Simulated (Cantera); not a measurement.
A closed system holds: 1 mol AlN, 880 mol H2, at 1748.15 K and 60.8 Torr.

Cantera equilibrium calculation (NASA polynomials, part measured and part estimated; ideal gas, pure solids and liquids). Candidate condensed phases: Al, AlN; 13 gas species. The numbers say what is thermodynamically allowed, not how fast it happens.

Base state: H2 0.999, H 0.000803, Al 0.000288, N2 0.000166, AlH 4.32e-5 (mole fractions); condensed: AlN(s).

### Question
What changes in the equilibrium state with this change: temperature from 1748.15 K to 775 K?

### Answer
```json
[
 {"species": "H2", "before": "0.999", "after": "1.00"},
 {"species": "H", "before": "0.000803", "after": "<1e-9"},
 {"species": "Al", "before": "0.000288", "after": "<1e-9"},
 {"species": "N2", "before": "0.000166", "after": "<1e-9"},
 {"species": "AlH", "before": "4.32e-5", "after": "<1e-9"},
 {"species": "AlN(s), mol", "before": "0.708", "after": "1.00"}
]
```

### Question
What changes in the equilibrium state with this change: pressure from 60.8 Torr to 10.0 Torr?

### Answer
```json
[
 {"species": "H2", "before": "0.999", "after": "0.996"},
 {"species": "H", "before": "0.000803", "after": "0.00198"},
 {"species": "Al", "before": "0.000288", "after": "0.00107"},
 {"species": "N2", "before": "0.000166", "after": "0.000567"},
 {"species": "AlH", "before": "4.32e-5", "after": "6.48e-5"},
 {"species": "AlN(s), mol", "before": "0.708", "after": "0"}
]
```

### Question
What changes in the equilibrium state with this change: temperature from 1748.15 K to 1350 K?

### Answer
```json
[
 {"species": "H2", "before": "0.999", "after": "1.000"},
 {"species": "H", "before": "0.000803", "after": "8.37e-6"},
 {"species": "Al", "before": "0.000288", "after": "4.68e-8"},
 {"species": "N2", "before": "0.000166", "after": "3.80e-8"},
 {"species": "AlH", "before": "4.32e-5", "after": "3.08e-8"},
 {"species": "AlN(s), mol", "before": "0.708", "after": "1.000"}
]
```
